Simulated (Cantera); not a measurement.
Source: NASA polynomial tables (part measured, part estimated), evaluated in Cantera. Values are per mole of reaction as written; species without (g) are pure solids or liquids, kept so even where they would boil at 1 bar.

Problem. Between 300 and 2725 K, where is each reaction favourable under standard conditions?
- 2 N2O(g) + 3 NbO2(g) ⇌ 4 NO2(g) + 3 Nb

Solution. 
- 2 N2O(g) + 3 NbO2(g) ⇌ 4 NO2(g) + 3 Nb: ΔG° is 630 kJ at 300 K and 1029 kJ at 2725 K; it stays positive (K < 1). ΔH° is 647 kJ and ΔS° -140 J/K at 2725 K.
